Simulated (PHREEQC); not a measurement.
Make-up at 55 °C: 0.29 mol/kgw H2SO4, 0.00022 mol/kgw CaCl2 and 0.0043 mol/kgw NH4HSO4. Closed to the air; pH follows from the charge balance.

All values are PHREEQC results (ion-association model, phreeqc.dat), not measurements.

```tsv
quantity	before	after
pH	0.62	3.36
ionic strength (mol/kgw)	0.332	0.483
HSO4- (mol/kgw)	0.276	0.00279
SO4-2 (mol/kgw)	0.0185	0.120
NH4+ (mol/kgw)	0.00411	0.00347
NH4SO4- (mol/kgw)	0.000189	0.000831
```

**Question.** Which change was made?
(A) CaCl2 from 0.00022 to 0.0011 mol/kgw
(B) H2SO4 replaced by FeSO4 at the same molality
(C) NH4HSO4 from 0.0043 to 0.00645 mol/kgw
(D) CaCl2 left out
(E) temperature from 55 to 60 °C

**Answer.** B, H2SO4 replaced by FeSO4 at the same molality

No solid was allowed to form. Away from 25 °C the constants follow the database's enthalpies or fits; those with neither stay at their 25 °C values.
